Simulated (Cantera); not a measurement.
Feed: 1 mol C2H4, 0.17 mol CO2, 0.62 mol H2, held at 2102 °C and 0.0480 bar.

Method: chemical equilibrium by Gibbs-energy minimisation in Cantera with the NASA 1993 tables (ideal gas, pure condensed phases). Kinetics and transport are ignored.

```json
[
 {"species": "H2", "before": "0.825", "after": "0.680"},
 {"species": "CO", "before": "0.112", "after": "0.263"},
 {"species": "H", "before": "0.0585", "after": "0.0531"},
 {"species": "C4H2", "before": "1.31e-5", "after": "1.08e-5"},
 {"species": "C2H2 (acetylene)", "before": "0.00512", "after": "0.00422"},
 {"species": "C2H", "before": "1.97e-5", "after": "1.79e-5"},
 {"species": "C(graphite), mol", "before": "1.80", "after": "0.786"}
]
```
Gas species are given as mole fractions.

### Question
Which change was made?
(A) temperature from 2102 °C to 252 °C
(B) pressure from 0.0480 bar to 11.0 bar
(C) temperature from 2102 °C to 750 °C
(D) C2H4 replaced by C2H5OH

### Answer
D, C2H4 replaced by C2H5OH
